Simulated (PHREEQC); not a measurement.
0.2 mol of Vivianite (Fe3(PO4)2:8H2O) is brought to equilibrium with 1 kg of water, with rising amounts of NaHS, at 25 °C. No oxygen is let in. CO2 from the air is kept out. The run lets Vivianite, FeS(ppt) precipitate or redissolve, and no other solid.

Equilibrium calculation in PHREEQC: ion-association model, phreeqc.dat.

Q: Predict pH, dissolved Fe (mol/kgw), H2S (mol/kgw) at NaHS added (mol) = 0.0208, 0.104, 0.125, 0.167, 0.208.

A: 
```csv
NaHS added (mol),pH,dissolved Fe (mol/kgw),H2S (mol/kgw)
0.0208,7.01,3.86e-6,6.74e-5
0.104,6.83,8.98e-6,0.000232
0.125,6.81,1.00e-5,0.000268
0.167,6.77,1.19e-5,0.000335
0.208,6.74,1.36e-5,0.000395
```

Complexes and solids missing from the database can't appear.
